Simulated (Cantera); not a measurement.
Input: 1 mol B2H6, 1.6 mol O2, 24 mol H2, held at 1477 °C and 36.0 Pa.

Equilibrium computed with Cantera from the NASA thermochemical tables; the gas is ideal and each condensed phase is pure. Candidate condensed phases: B, B2O3, B3O3H3, H2O; 23 gas species. The feed counts by its element totals alone. The numbers say what is thermodynamically allowed, not how fast it happens.

Base state: H2 0.927, HBO2 0.0262, HBO 0.0140, B2O3 0.0128, H 0.0118, H2O 0.00357, BO 0.00336, B2O2 0.000885 (mole fractions); condensed: gas only.

**Question.** What changes in the equilibrium state with this change: temperature from 1477 °C to 975 °C?

**Answer.** 
```csv
species,before,after
H2,0.927,0.989
HBO2,0.0262,0.00572
H2O,0.00357,0.00457
HBO,0.0140,0.000103
H,0.0118,2.45e-5
B2O3,0.0128,0.000116
BO,0.00336,1.01e-7
BO2,2.38e-5,1.84e-9
B2O2,0.000885,1.82e-7
"B2O3(l), mol",0,0.918
```

**Question.** What changes in the equilibrium state with this change: O2 from 1.6 to 0.22 mol?

**Answer.** 
| species | before | after |
|---|---|---|
| H2 | 0.927 | 0.972 |
| H | 0.0118 | 0.0121 |
| HBO | 0.0140 | 0.0120 |
| HBO2 | 0.0262 | 3.10e-6 |
| B2O3 | 0.0128 | 1.24e-6 |
| BO2 | 2.38e-5 | 2.75e-9 |
| H2O | 0.00357 | 5.19e-7 |
| BH2 | 1.39e-8 | 8.77e-5 |
| B2O | 3.93e-9 | 1.98e-5 |
| B(s), mol | 0 | 1.56 |
The tables' values for BH2 are old estimates; treat these amounts as uncertain.
